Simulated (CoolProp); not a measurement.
Vapour-liquid equilibrium of n-heptane (1) + o-xylene (2) at 4.44 bar; x and y are mole fractions of (1).

Model: multi-fluid Helmholtz-energy mixture model, Span 2003 and Zhou 2012; pair parameters Bell 2016, in CoolProp.

Question: Give the bubble temperature and the first vapour's composition at x = 0.05, 0.35, 0.5. Is there an azeotrope?

Answer: x = 0.05: 205.2 °C, y = 0.128; x = 0.35: 183.2 °C, y = 0.584; x = 0.5: 175.8 °C, y = 0.713. No azeotrope shows between x = 0.05 and 0.95.

Pair parameters are fitted to limited data, so mixtures are less certain than the pure fluids.
